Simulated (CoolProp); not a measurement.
Vapour-liquid equilibrium of hydrogen chloride (1) + propane (2) at 27.25 °C; x and y are mole fractions of (1).

The numbers come from the multi-fluid Helmholtz-energy mixture model, Thol 2018 and Lemmon 2009; pair parameters Bell 2016 in CoolProp.

Task: Give the bubble pressure and the first vapour's composition at x = 0.5, 0.8, 0.95. Is there an azeotrope?

Result: x = 0.5: 3349 kPa, y = 0.736; x = 0.8: 4366 kPa, y = 0.878; x = 0.95: 4838 kPa, y = 0.965. No azeotrope shows between x = 0.05 and 0.95.

Pair parameters are fitted to limited data, so mixtures are less certain than the pure fluids.
